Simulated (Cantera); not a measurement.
Input: 1 mol BN, 1.4 mol H2O, 7.9 mol N2, equilibrated at 2025 K and 0.430 bar.

Cantera equilibrium calculation (NASA polynomials, part measured and part estimated; ideal gas, pure solids and liquids). Kinetics and transport are ignored.

```csv
species,before,after
N2,0.814,0.857
H2,0.121,0.142
H2O,0.000473,0.000900
B2O3,0.0274,4.76e-8
HBO,0.0169,5.73e-7
HBO2,0.0109,5.39e-5
B2O2,0.00618,<1e-9
BO,0.00202,<1e-9
BO2,1.16e-5,<1e-9
H,0.00102,1.79e-7
"BN(s), mol",0,0.0727
"B2O3(l), mol",0,0.463
```
Gas species are given as mole fractions.

Which change was made?
(A) H2O from 1.4 to 2.1 mol
(B) temperature from 2025 K to 1225 K
(C) pressure from 0.430 bar to 0.133 bar
(D) pressure from 0.430 bar to 0.100 bar

B, temperature from 2025 K to 1225 K. Mutual solubility and eutectic melting of coexisting phases are not modelled. Gases not in the tables: H3BO3
